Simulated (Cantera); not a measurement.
A closed system holds: 1 mol Si, a varied amount of Cl2, 1.1 mol H2, held at 1.00 bar.

Points: T (K) = 850, 925, 1000, 1075, 1150, 1225, 1300, 1375, 1450, 1525, 1600, 1675; n(Cl2) (mol) = 0.5, 0.67, 0.89, 1.2, 1.6, 2.1, 2.9.

Cantera's Mixture.equilibrate('TP', solver="vcs", rtol=1e-11, max_steps=5000) on the NASA tables stopped like this:

```
ERROR: FAILURE its = 5001!

*******************************************************************************
CanteraError thrown by MultiPhase::equilibrate:
VCS solver failed. Return code: -1
*******************************************************************************
```

Question: What got this run through?

Answer: One answer among several that fit: The failure is numerical, not chemical. The same input converged with solver="gibbs", rtol=1e-10, max_steps=50000, and the result passed a check of the equilibrium conditions:
```
    850        0.5  Si(cr)
    850       0.67  Si(cr)
    850       0.89  Si(cr)
    850        1.2  Si(cr)
    850        1.6  Si(cr)
    850        2.1  gas only
    850        2.9  gas only
    925        0.5  Si(cr)
    925       0.67  Si(cr)
    925       0.89  Si(cr)
    925        1.2  Si(cr)
    925        1.6  Si(cr)
    925        2.1  gas only
    925        2.9  gas only
   1000        0.5  Si(cr)
   1000       0.67  Si(cr)
   1000       0.89  Si(cr)
   1000        1.2  Si(cr)
   1000        1.6  Si(cr)
   1000        2.1  gas only
   1000        2.9  gas only
   1075        0.5  Si(cr)
   1075       0.67  Si(cr)
   1075       0.89  Si(cr)
   1075        1.2  Si(cr)
   1075        1.6  Si(cr)
   1075        2.1  gas only
   1075        2.9  gas only
   1150        0.5  Si(cr)
   1150       0.67  Si(cr)
   1150       0.89  Si(cr)
   1150        1.2  Si(cr)
   1150        1.6  Si(cr)
   1150        2.1  gas only
   1150        2.9  gas only
   1225        0.5  Si(cr)
   1225       0.67  Si(cr)
   1225       0.89  Si(cr)
   1225        1.2  Si(cr)
   1225        1.6  Si(cr)
   1225        2.1  gas only
   1225        2.9  gas only
   1300        0.5  Si(cr)
   1300       0.67  Si(cr)
   1300       0.89  Si(cr)
   1300        1.2  Si(cr)
   1300        1.6  Si(cr)
   1300        2.1  gas only
   1300        2.9  gas only
   1375        0.5  Si(cr)
   1375       0.67  Si(cr)
   1375       0.89  Si(cr)
   1375        1.2  Si(cr)
   1375        1.6  Si(cr)
   1375        2.1  gas only
   1375        2.9  gas only
   1450        0.5  Si(cr)
   1450       0.67  Si(cr)
   1450       0.89  Si(cr)
   1450        1.2  Si(cr)
   1450        1.6  Si(cr)
   1450        2.1  gas only
   1450        2.9  gas only
   1525        0.5  Si(cr)
   1525       0.67  Si(cr)
   1525       0.89  Si(cr)
   1525        1.2  Si(cr)
   1525        1.6  Si(cr)
   1525        2.1  gas only
   1525        2.9  gas only
   1600        0.5  Si(cr)
   1600       0.67  Si(cr)
   1600       0.89  Si(cr)
   1600        1.2  Si(cr)
   1600        1.6  gas only
   1600        2.1  gas only
   1600        2.9  gas only
   1675        0.5  Si(cr)
   1675       0.67  Si(cr)
   1675       0.89  Si(cr)
   1675        1.2  Si(cr)
   1675        1.6  gas only
   1675        2.1  gas only
   1675        2.9  gas only
```

The gas is ideal and each condensed phase is pure. The tables' values for SiCl3 are old estimates.
